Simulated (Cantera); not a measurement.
What does this Cantera script print?

```python
import numpy as np
import cantera as ct

gas = ct.Solution("gri30.yaml")
gas.TPX = 450, 630000, {'CH4': 1, 'H2': 1.2, 'O2': 2.6, 'N2': 9.78, 'CO2': 0.36}
inlet = ct.Reservoir(gas, clone=True)
gas.equilibrate("HP")  # start burning
reactor = ct.IdealGasConstPressureReactor(gas, energy="on", clone=False)
exhaust = ct.Reservoir(gas, clone=True)
tau = [0.03, 0.015, 0.007, 0.0034, 0.0016, 0.00079, 0.00038, 0.00018, 8.8e-05, 4.2e-05][0]
for a, b in ((inlet, reactor), (reactor, exhaust)):
    ct.MassFlowController(a, b, mdot=lambda t: reactor.mass / tau)
net = ct.ReactorNet([reactor])
show = ['CH4', 'H2', 'O2', 'CH2O', 'N2O', 'C2H']

rows = []
print(f"{'tau/s':>10s}{'T/K':>9s}" + "".join(f"{s:>11s}" for s in show))
for tau in [0.03, 0.015, 0.007, 0.0034, 0.0016, 0.00079, 0.00038, 0.00018, 8.8e-05, 4.2e-05]:
    net.initial_time = 0.0
    net.advance(30 * tau)
    before = gas.X
    net.advance(40 * tau)
    drift = np.max(np.abs(gas.X - before) / (gas.X + 1e-9))
    rows.append([gas.T, *gas[show].X, drift])
    print(f"{tau:10.3e}{gas.T:9.1f}" + "".join(f"{x:11.3e}" for x in gas[show].X))
```

Result:

```
     tau/s      T/K        CH4         H2         O2       CH2O        N2O        C2H
 3.000e-02   2326.4  2.330e-06  3.599e-03  4.488e-03  3.797e-07  2.944e-07  2.304e-12
 1.500e-02   2322.5  4.325e-06  3.772e-03  4.878e-03  7.147e-07  3.080e-07  7.690e-12
 7.000e-03   2314.4  8.230e-06  4.119e-03  5.505e-03  1.380e-06  3.296e-07  2.627e-11
 3.400e-03   2301.6  1.455e-05  4.653e-03  6.351e-03  2.465e-06  3.571e-07  7.484e-11
 1.600e-03   2281.7  2.547e-05  5.469e-03  7.557e-03  4.316e-06  3.902e-07  1.967e-10
 7.900e-04   2256.4  4.218e-05  6.505e-03  9.030e-03  7.043e-06  4.185e-07  4.385e-10
 3.800e-04   2222.4  7.094e-05  7.880e-03  1.095e-02  1.143e-05  4.379e-07  9.301e-10
 1.800e-04   2178.9  1.224e-04  9.620e-03  1.338e-02  1.859e-05  4.431e-07  1.904e-09
 8.800e-05   2127.8  2.136e-04  1.162e-02  1.628e-02  2.990e-05  4.338e-07  3.729e-09
 4.200e-05   2063.6  4.054e-04  1.409e-02  2.015e-02  5.076e-05  4.098e-07  7.722e-09
```

Model: GRI-Mech 3.0 (53 species, 325 reactions), integrated in Cantera.
